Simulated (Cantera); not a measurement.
Moist CO burnout

An isothermal, constant-pressure homogeneous reactor starts with CO : O₂ : H₂O : N₂ = 0.0024 : 0.064 : 0.00042 : 1 (molar parts), equivalence ratio 0.019, at 1275 K and 1000000 Pa.

Computed with Cantera and GRI-Mech 3.0 (53 species, 325 reactions).

| t (s) | x CO | x O₂ | x H₂O | x N₂O | x H₂ | x H | x HO₂ |
|---|---|---|---|---|---|---|---|
| 0.000500 | 0.00225 | 0.0600 | 0.000394 | 9.44e-10 | 4.67e-11 | 1.98e-10 | 4.13e-8 |
| 0.00172 | 0.00224 | 0.0600 | 0.000393 | 2.34e-8 | 4.58e-9 | 4.16e-9 | 8.51e-7 |
| 0.00595 | 0.00204 | 0.0599 | 0.000392 | 4.84e-7 | 1.80e-7 | 1.39e-8 | 1.99e-6 |
| 0.0205 | 0.00144 | 0.0596 | 0.000392 | 1.87e-6 | 1.65e-7 | 9.96e-9 | 1.67e-6 |
| 0.0707 | 0.000470 | 0.0592 | 0.000393 | 3.84e-6 | 5.07e-8 | 3.46e-9 | 9.09e-7 |
| 0.244 | 1.77e-5 | 0.0589 | 0.000394 | 2.49e-6 | 1.69e-9 | 1.70e-10 | 8.99e-8 |
| 0.841 | 3.77e-8 | 0.0589 | 0.000394 | 1.22e-7 | 3.93e-11 | 1.96e-12 | 1.79e-9 |
| 2.90 | 2.71e-10 | 0.0589 | 0.000394 | 4.51e-8 | 2.85e-11 | 1.25e-12 | 1.27e-9 |
| 10.0 | 2.71e-10 | 0.0589 | 0.000394 | 4.51e-8 | 2.85e-11 | 1.25e-12 | 1.27e-9 |
x: mole fraction; the columns are a selection and need not sum to one.

Equilibrium at this temperature and pressure: CO 2.71e-10, O₂ 0.0588, H₂O 0.000394, N₂O 4.51e-8, H₂ 2.85e-11, H 1.25e-12, HO₂ 1.26e-9 (gas phase only).
